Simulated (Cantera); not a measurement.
Mixture: 5.10 % CH4, 20.0 % O2, 74.9 % N2, at 22.7 atm, adiabatic and at constant pressure. Ignition delay is the time to a rise of 400 K.

Computed with Cantera and GRI-Mech 3.0 (53 species, 325 reactions). The pressure lies above the range GRI-Mech 3.0 was tuned for (to about 10 atm).

Problem. Predict: delay at 1000 K; delay at 1050 K; delay at 1100 K; delay at 1150 K; delay at 1200 K; delay at 1250 K; apparent activation energy between 1150 and 1250 K.

Solution. 
```json
{
  "delay at 1000 K": "32.1 ms",
  "delay at 1050 K": "13.3 ms",
  "delay at 1100 K": "6.03 ms",
  "delay at 1150 K": "2.95 ms",
  "delay at 1200 K": "1.54 ms",
  "delay at 1250 K": "0.849 ms",
  "apparent activation energy between 1150 and 1250 K": "150 kJ/mol"
}
```
